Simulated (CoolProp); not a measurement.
The numbers come from the reference Helmholtz-energy equation of state, Gao 2022 in CoolProp.

### Question
For n-perfluoropentane, give the phase and the density (kg/m³), cv (kJ/(kg K)), speed of sound (m/s), expansivity (1/kK) at 226.85 °C and 8.25 bar; 226.85 °C and 10.3 bar; 226.85 °C and 12.4 bar.

### Answer
- 226.85 °C and 8.25 bar: gas; density 61.7, cv 1.02, speed of sound 114, expansivity 2.68
- 226.85 °C and 10.3 bar: gas; density 78.6, cv 1.03, speed of sound 112, expansivity 2.90
- 226.85 °C and 12.4 bar: gas; density 96.7, cv 1.03, speed of sound 109, expansivity 3.14
